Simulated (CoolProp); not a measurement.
The fluid at 293.15 K and 7.91 MPa is throttled through a valve to 0.715 MPa with no heat exchange. The same conditions are run with several fluids, on thermodynamics alone (safety and materials aside).

Values from CoolProp's reference Helmholtz-energy equation of state of each fluid (carbon monoxide: Lemmon 2006; nitrogen: Span 2000; CF4 (R14): Platzer 1990; methane: Setzmann 1991; dry air: Lemmon 2000). The equations of Platzer and Polt are older, rougher fits. Blends and air are pseudo-pure fits.

```tsv
fluid	temperature change (K)	final density (kg/m³)
carbon monoxide	___	8.75
nitrogen	___	8.66
CF4 (R14)	___	___
methane	___	5.44
dry air	___	9.00
```

**Question.** Fill in the missing entries.

**Answer.** 
- carbon monoxide, temperature change (K): -16.8
- nitrogen, temperature change (K): -14.4
- CF4 (R14), temperature change (K): -49.1
- CF4 (R14), final density (kg/m³): 32.7
- methane, temperature change (K): -34.1
- dry air, temperature change (K): -15.4
